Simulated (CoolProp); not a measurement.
R142b along the isotherm 196.85 °C: fugacity coefficient from the reference equation and from simpler models built on Tc = 137.1 °C, pc = 40.55 bar, ω = 0.232; each cubic takes its own stable root.

Model: reference Helmholtz-energy equation of state, Lemmon 2006, in CoolProp. It is a short technical equation, of lower accuracy than the large ones.

```
p (bar)          phase  reference
-------  -------------  ---------
0.641              gas     0.9966
0.998              gas     0.9947
1.55               gas     0.9917
2.42               gas     0.9871
3.77               gas     0.9799
5.87               gas     0.9688
9.14               gas     0.9517
14.2               gas     0.9254
22.2               gas     0.8845
34.5               gas     0.8233
53.7     supercritical     0.7314
83.6     supercritical     0.6041
130      supercritical     0.4802
203      supercritical     0.3985
```

Question: How far does each simpler model (van der Waals, Redlich-Kwong, Soave-Redlich-Kwong, Peng-Robinson) lie from the reference over these 14 states: mean and median of the absolute difference, and the worst?

Answer: 
- van der Waals: mean 0.8 %, median 0.1 %, worst +7.0 % at 196.85 °C and 203 bar
- Redlich-Kwong: mean 0.6 %, median 0.3 %, worst -2.1 % at 196.85 °C and 83.6 bar
- Soave-Redlich-Kwong: mean 1.7 %, median 0.1 %, worst +10.7 % at 196.85 °C and 203 bar
- Peng-Robinson: mean 0.8 %, median 0.5 %, worst -2.5 % at 196.85 °C and 53.7 bar
